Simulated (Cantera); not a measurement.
Input: 1 mol Si2Cl6, 12 mol NH3, equilibrated at 53.0 mbar.

Equilibrium computed with Cantera from the NASA thermochemical tables; the gas is ideal and each condensed phase is pure. Candidate condensed phases: NH4Cl, Si, Si3N4; 28 gas species. The feed counts by its element totals alone. The numbers say what is thermodynamically allowed, not how fast it happens.

### Question
At 825 K, list the 5 most abundant gas species with their mole fractions, and the condensed phases.

### Answer
H2 0.595, HCl 0.214, N2 0.185, SiCl4 0.00495, NH3 2.45e-5. Condensed: Si3N4(s).
